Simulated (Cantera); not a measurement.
Feed: 1 mol CH3F, 0.34 mol CH4, 15 mol H2.

These are equilibrium values from Cantera (NASA tables, ideal gas, pure condensed phases), not measurements of a reactor. Candidate condensed phases: C, C6H6, C7H8, C8H18; 95 gas species. Rates play no part.

Stable condensed phases, one row left out:

```
T in K \ P in Pa
              1    4.2     18     75    320   1300   5600  24000 100000
   1575       A      A      A      A      A      A      A      A      A
   1475       A      A      A      A      A      A      A      A      A
   1375       A      A      A      A      A      A      A      A      A
   1275       A      A      A      A      A      A      A      A      A
   1175       A      A      A      A      A      A      A      A      A
   1075       A      A      A      A      A      A      A      A      A
    975       A      A      A      A      A      A      A      A      B
    775       A      A      A      A      A      A      B      B      B
```

A: C; B: gas only.

### Question
Give the row for 875 K.

### Answer
1: C; 4.2: C; 18: C; 75: C; 320: C; 1300: C; 5600: C; 24000: C; 100000: gas only.
